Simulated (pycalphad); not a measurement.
## Phase fractions of Al-95.38Si (wt.%)

Computed with pycalphad from the COST 507 light-alloy database (1999), at 1 atm. These are 1990s assessments: newer ones move some temperatures and phases. Phase fractions are per mole of atoms.

```tsv
T (K)	liquid	diamond (Si)	fcc
1675	1.000	-	-
1600	0.283	0.717	-
1525	0.168	0.832	-
1450	0.126	0.874	-
1375	0.104	0.896	-
1300	0.090	0.910	-
1225	0.080	0.920	-
1150	0.072	0.928	-
1075	0.066	0.934	-
1000	0.062	0.938	-
925	0.058	0.942	-
850	-	0.951	0.049
775	-	0.952	0.048
700	-	0.952	0.048
625	-	0.952	0.048
550	-	0.952	0.048
```
